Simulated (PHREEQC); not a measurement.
Consider water at 25 °C with 0.0039 mol/kgw H2SiF6 and 0.00025 mol/kgw NH4HF2. Closed to the air; pH follows from the charge balance.

Computed with PHREEQC (ion-association model, wateq4f.dat).

No solid was allowed to form.

Q: Estimate the pH, ionic strength.

A: pH 2.20; ionic strength 0.0105 mol/kgw.

Q: In which forms is F present?

A: SiF6-2 84 %, HF 14 %, F- 1.6 % of the F.

Examples of supersaturated solids here: Quartz (slow to form), Chalcedony (slow to form). Others may be too. SiF6-2 is the database's only silicon fluoride.
